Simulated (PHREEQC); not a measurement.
Reverse-osmosis permeate

A made-up water analysis in mg/kgw, 25 °C, pH 6.36, pe 9.8: Na 0.731; K 0.0592; Ca 1.97; Mg 0.798; Cl 0.569; S(6) as SO4 7.27; Alkalinity as HCO3 1.55; Zn 0.286.

Valence states are taken as typed.

Equilibrium calculation in PHREEQC: ion-association model, phreeqc.dat.

No solid was allowed to form.

Question: Estimate the charge-balance error.

Answer: charge-balance error 3.3 %.

Question: In which forms is Zn present?

Answer: Zn+2 98 %, ZnSO4 1.4 % of the Zn.

Species that the database lacks are ignored.
